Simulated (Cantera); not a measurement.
A perfectly stirred reactor is fed with CH4 : O2 : N2 = 1 : 1.33 : 5.01 (molar parts), at 9.87 atm; it is adiabatic with a 398 K inlet, and is followed from long to short residence time, starting on the burning branch (τ in s: 0.13, 0.057, 0.025, 0.011, 0.0047, 0.002, 0.00088, 0.00038, 0.00016, 7.1e-05, 3.1e-05, 1.3e-05).

Cantera simulation using GRI-Mech 3.0 (53 species, 325 reactions); the numbers are that mechanism's predictions, not measurements.

Predict: blow-out, bracketed by the residence times tried; x(CH4) at τ = 0.130 s; x(O2) at τ = 0.130 s; x(OH) at τ = 0.130 s; x(CO) at τ = 0.130 s; x(C2H6) at τ = 0.130 s; x(CH4) at τ = 0.880 ms; x(O2) at τ = 0.880 ms; x(OH) at τ = 0.880 ms; x(CO) at τ = 0.880 ms; x(C2H6) at τ = 0.880 ms.


- blow-out, bracketed by the residence times tried: burning at 0.380 ms, out at 0.160 ms
- x(CH4) at τ = 0.130 s: 0.00135
- x(O2) at τ = 0.130 s: 6.15e-5
- x(OH) at τ = 0.130 s: 2.77e-5
- x(CO) at τ = 0.130 s: 0.0831
- x(C2H6) at τ = 0.130 s: 2.64e-7
- x(CH4) at τ = 0.880 ms: 0.0103
- x(O2) at τ = 0.880 ms: 0.00546
- x(OH) at τ = 0.880 ms: 7.07e-5
- x(CO) at τ = 0.880 ms: 0.0654
- x(C2H6) at τ = 0.880 ms: 5.50e-5
